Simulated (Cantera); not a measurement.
Feed: 1 mol CCl4, 0.092 mol H2, held at 0.520 bar.

These are equilibrium values from Cantera (NASA tables, ideal gas, pure condensed phases), not measurements of a reactor. Candidate condensed phases: C, C6H6, C7H8, C8H18; 103 gas species. Ions and electrons are included (thermal ionisation). The tables' values for CCl are old estimates; treat these amounts as uncertain. Equilibrium is a limit: real reactors are often held back by kinetics, nucleation or transport.

Q: At 3227 °C, list the 5 most abundant gas species with their mole fractions, and the condensed phases.

A: Cl 0.884, C3 0.0562, HCl 0.0268, H 0.0135, C2 0.00629. Condensed: C(graphite).
